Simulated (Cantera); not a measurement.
Charge: 1 mol CH3SiH3, 1.2 mol HCl, 62 mol H2, held at 0.00860 bar.

Method: chemical equilibrium by Gibbs-energy minimisation in Cantera with the NASA 1993 tables (ideal gas, pure condensed phases). Candidate condensed phases: C, C6H6, C7H8, C8H18, Si, SiC; 109 gas species. The feed counts by its element totals alone. The numbers say what is thermodynamically allowed, not how fast it happens. All values below are at 1523 K.

Base state: H2 0.982, HCl 0.0181, H 0.000247, SiCl2 1.64e-5, CH4 1.01e-5 (mole fractions); condensed: SiC(s).

Problem. What changes in the equilibrium state with this change: CH3SiH3 replaced by (CH3)2SiCl2?

Solution. 
| species | before | after |
|---|---|---|
| H2 | 0.982 | 0.952 |
| HCl | 0.0181 | 0.0475 |
| H | 0.000247 | 0.000243 |
| SiCl2 | 1.64e-5 | 6.16e-5 |
| C2H2 (acetylene) | 3.23e-6 | 1.13e-5 |
| CH4 | 1.01e-5 | 1.80e-5 |
| SiC(s), mol | 0.999 | 0.996 |
| C(graphite), mol | 0 | 1.00 |
